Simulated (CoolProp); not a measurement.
Model: reference Helmholtz-energy equation of state, Lemmon 2006, in CoolProp. It is a short technical equation, of lower accuracy than the large ones.

Q: Give the vapour pressure (kPa), liquid density (kg/m³), vapour density (kg/m³), liquid cp (kJ/(kg K)) of saturated CH3F (R41) at 200.6, 231.7 K.

A: 
```tsv
T (K)	p (kPa)	liquid density (kg/m³)	vapour density (kg/m³)	liquid cp (kJ/(kg K))
200.6	138	869	2.97	2.08
231.7	544	798	10.9	2.19
```
